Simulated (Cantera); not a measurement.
Input: 1 mol CaCl2, 0.55 mol HCl, 3 mol H2, at 0.370 bar.

Cantera equilibrium calculation (NASA polynomials, part measured and part estimated; ideal gas, pure solids and liquids). Candidate condensed phases: Ca, CaCl2; 9 gas species. Equilibrium is a limit: real reactors are often held back by kinetics, nucleation or transport.

**Question.** Which condensed phases are stable at each of these points (T (°C)): 1300, 1375, 1450, 1525, 1600, 1675, 1750, 1825?

**Answer.** 
```
T (°C)  condensed phases  Ca condensed (%)
------  ----------------  ----------------
1300            CaCl2(l)              95.9
1375            CaCl2(l)              89.8
1450            CaCl2(l)              76.1
1525            CaCl2(l)              46.1
1600            gas only               0.0
1675            gas only               0.0
1750            gas only               0.0
1825            gas only               0.0
```

From 1300 °C to 1525 °C the condensed part is CaCl2(l). From 1600 °C to 1825 °C nothing is condensed.
